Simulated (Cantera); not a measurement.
An adiabatic, constant-pressure homogeneous reactor starts with H2 : O2 : N2 : H2O = 1 : 0.25 : 0.94 : 0.56 (molar parts), equivalence ratio 2.0, at 1000 K and 10.0 bar. Integrator tolerance rtol = 1e-08.

Cantera simulation using the H2/O2 subset of GRI-Mech 3.0, which has no nitrogen chemistry; the numbers are that mechanism's predictions, not measurements. The hydrogen kinetics of GRI-Mech 3.0 are dated; newer H2 mechanisms differ, most at raised pressure.

Problem. What does this change do: H2O 0.56 to 0.22 parts?

Solution. 
```json
[
 {"quantity": "time of steepest temperature rise", "before": "8.38 ms", "after": "7.59 ms"},
 {"quantity": "temperature at 8.00 s", "before": "2230 K", "after": "2438 K"},
 {"quantity": "equilibrium temperature", "before": "2230 K", "after": "2438 K"},
 {"quantity": "x(H2) at 8.00 s", "before": "0.200 (gas-phase equilibrium 0.200)", "after": "0.230 (gas-phase equilibrium 0.230)"},
 {"quantity": "x(O2) at 8.00 s", "before": "8.59e-7 (gas-phase equilibrium 8.59e-7)", "after": "4.03e-6 (gas-phase equilibrium 4.03e-6)"},
 {"quantity": "x(H2O) at 8.00 s", "before": "0.423 (gas-phase equilibrium 0.423)", "after": "0.332 (gas-phase equilibrium 0.332)"},
 {"quantity": "x(H) at 8.00 s", "before": "0.000947 (gas-phase equilibrium 0.000947)", "after": "0.00291 (gas-phase equilibrium 0.00291)"},
 {"quantity": "x(H2O2) at 8.00 s", "before": "4.57e-9 (gas-phase equilibrium 4.57e-9)", "after": "1.30e-8 (gas-phase equilibrium 1.30e-8)"},
 {"quantity": "x(OH) at 8.00 s", "before": "0.000293 (gas-phase equilibrium 0.000293)", "after": "0.000807 (gas-phase equilibrium 0.000807)"},
 {"quantity": "x(O) at 8.00 s", "before": "9.62e-7 (gas-phase equilibrium 9.62e-7)", "after": "6.77e-6 (gas-phase equilibrium 6.77e-6)"}
]
```

Problem. What does this change do: initial temperature 1000 to 1500 K?

Solution. 
```json
[
 {"quantity": "time of steepest temperature rise", "before": "8.38 ms", "after": "3.22 µs"},
 {"quantity": "temperature at 8.00 s", "before": "2230 K", "after": "2625 K"},
 {"quantity": "equilibrium temperature", "before": "2230 K", "after": "2625 K"},
 {"quantity": "x(H2) at 8.00 s", "before": "0.200 (gas-phase equilibrium 0.200)", "after": "0.198 (gas-phase equilibrium 0.198)"},
 {"quantity": "x(O2) at 8.00 s", "before": "8.59e-7 (gas-phase equilibrium 8.59e-7)", "after": "5.10e-5 (gas-phase equilibrium 5.10e-5)"},
 {"quantity": "x(H2O) at 8.00 s", "before": "0.423 (gas-phase equilibrium 0.423)", "after": "0.419 (gas-phase equilibrium 0.419)"},
 {"quantity": "x(H) at 8.00 s", "before": "0.000947 (gas-phase equilibrium 0.000947)", "after": "0.00602 (gas-phase equilibrium 0.00602)"},
 {"quantity": "x(H2O2) at 8.00 s", "before": "4.57e-9 (gas-phase equilibrium 4.57e-9)", "after": "8.61e-8 (gas-phase equilibrium 8.61e-8)"},
 {"quantity": "x(OH) at 8.00 s", "before": "0.000293 (gas-phase equilibrium 0.000293)", "after": "0.00302 (gas-phase equilibrium 0.00302)"},
 {"quantity": "x(O) at 8.00 s", "before": "9.62e-7 (gas-phase equilibrium 9.62e-7)", "after": "5.92e-5 (gas-phase equilibrium 5.92e-5)"}
]
```

Problem. What does this change do: pressure from 10.0 bar to 5.00 bar?

Solution. 
```json
[
 {"quantity": "time of steepest temperature rise", "before": "8.38 ms", "after": "12.8 ms"},
 {"quantity": "temperature at 8.00 s", "before": "2230 K", "after": "2227 K"},
 {"quantity": "equilibrium temperature", "before": "2230 K", "after": "2227 K"},
 {"quantity": "x(H2) at 8.00 s", "before": "0.200 (gas-phase equilibrium 0.200)", "after": "0.199 (gas-phase equilibrium 0.199)"},
 {"quantity": "x(O2) at 8.00 s", "before": "8.59e-7 (gas-phase equilibrium 8.59e-7)", "after": "1.66e-6 (gas-phase equilibrium 1.66e-6)"},
 {"quantity": "x(H2O) at 8.00 s", "before": "0.423 (gas-phase equilibrium 0.423)", "after": "0.423 (gas-phase equilibrium 0.423)"},
 {"quantity": "x(H) at 8.00 s", "before": "0.000947 (gas-phase equilibrium 0.000947)", "after": "0.00132 (gas-phase equilibrium 0.00132)"},
 {"quantity": "x(H2O2) at 8.00 s", "before": "4.57e-9 (gas-phase equilibrium 4.57e-9)", "after": "4.46e-9 (gas-phase equilibrium 4.46e-9)"},
 {"quantity": "x(OH) at 8.00 s", "before": "0.000293 (gas-phase equilibrium 0.000293)", "after": "0.000406 (gas-phase equilibrium 0.000406)"},
 {"quantity": "x(O) at 8.00 s", "before": "9.62e-7 (gas-phase equilibrium 9.62e-7)", "after": "1.86e-6 (gas-phase equilibrium 1.86e-6)"}
]
```
